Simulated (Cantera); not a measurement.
**Adiabatic ignition**

An adiabatic, constant-pressure homogeneous reactor starts with H₂ : O₂ : N₂ = 1 : 0.649 : 2.44 (molar parts), at 1500 K and 0.250 bar.

Cantera simulation using GRI-Mech 3.0 (53 species, 325 reactions); the numbers are that mechanism's predictions, not measurements.

| t (s) | T (K) | x H₂ | x O₂ | x OH | x HO₂ | x H |
|---|---|---|---|---|---|---|
| 4.00e-6 | 1500 | 0.245 | 0.159 | 4.49e-8 | 2.47e-7 | 3.35e-7 |
| 9.49e-6 | 1500 | 0.245 | 0.159 | 3.01e-7 | 5.89e-7 | 2.01e-6 |
| 2.25e-5 | 1500 | 0.244 | 0.159 | 1.12e-5 | 1.83e-6 | 7.29e-5 |
| 5.33e-5 | 1571 | 0.0847 | 0.0859 | 0.0136 | 1.11e-5 | 0.0854 |
| 0.000126 | 1816 | 0.0411 | 0.0563 | 0.0215 | 6.25e-6 | 0.0826 |
| 0.000300 | 2088 | 0.0407 | 0.0514 | 0.0282 | 4.12e-6 | 0.0576 |
| 0.000711 | 2378 | 0.0362 | 0.0468 | 0.0329 | 3.41e-6 | 0.0350 |
| 0.00169 | 2614 | 0.0291 | 0.0429 | 0.0333 | 5.55e-6 | 0.0196 |
| 0.00400 | 2664 | 0.0271 | 0.0410 | 0.0325 | 6.49e-6 | 0.0165 |
| 0.00949 | 2661 | 0.0273 | 0.0392 | 0.0318 | 6.24e-6 | 0.0163 |
| 0.0225 | 2659 | 0.0274 | 0.0381 | 0.0314 | 6.10e-6 | 0.0162 |
| 0.0533 | 2659 | 0.0274 | 0.0380 | 0.0314 | 6.09e-6 | 0.0162 |
| 0.127 | 2659 | 0.0274 | 0.0380 | 0.0314 | 6.09e-6 | 0.0162 |
| 0.300 | 2659 | 0.0274 | 0.0380 | 0.0314 | 6.09e-6 | 0.0162 |
x: mole fraction; the columns are a selection and need not sum to one.

```yaml
time_of_steepest_temperature_rise: 51.2 µs
temperature at 0.300 s: 2659 K
equilibrium_temperature: 2659 K
x(H₂) at 0.300 s: 0.0274 (gas-phase equilibrium 0.0274)
x(O₂) at 0.300 s: 0.0380 (gas-phase equilibrium 0.0380)
x(OH) at 0.300 s: 0.0314 (gas-phase equilibrium 0.0314)
```
